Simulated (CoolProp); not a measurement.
Values from CoolProp's reference Helmholtz-energy equation of state, Lemmon 2004. It is a short technical equation, of lower accuracy than the large ones.

Task: Give the vapour pressure (MPa), liquid density (kg/m³), enthalpy of vaporisation (kJ/kg), liquid viscosity (µPa s) of saturated n-dodecane at 526.8 K.

Result: 
| T (K) | p (MPa) | liquid density (kg/m³) | enthalpy of vaporisation (kJ/kg) | liquid viscosity (µPa s) |
|---|---|---|---|---|
| 526.8 | 0.229 | 557 | 231 | 146 |

Viscosity comes from a separate model (Huber 2004).
